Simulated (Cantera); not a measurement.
An adiabatic, constant-volume homogeneous reactor starts with CO : H2 : CH4 : O2 : N2 = 1 : 0.73 : 0.12 : 2.26 : 8.48 (molar parts), equivalence ratio 0.49, at 1250 K and 42000 Pa.

Model: GRI-Mech 3.0 (53 species, 325 reactions), integrated in Cantera.

One state of this run: T (K) = 2506; P (bar) = 0.796; x CO = 0.0131; x H2 = 0.00189; x CH4 = <1e-12; x NO2 = 4.40e-7; x HCO = 1.99e-9; x O = 0.00622; x CH2O = 7.20e-12. x: mole fraction; the columns are a selection and need not sum to one.

Which value of t (s) does it belong to?
(A) 0.00128
(B) 0.000150
(C) 0.00375
(D) 0.000438

A, 0.00128
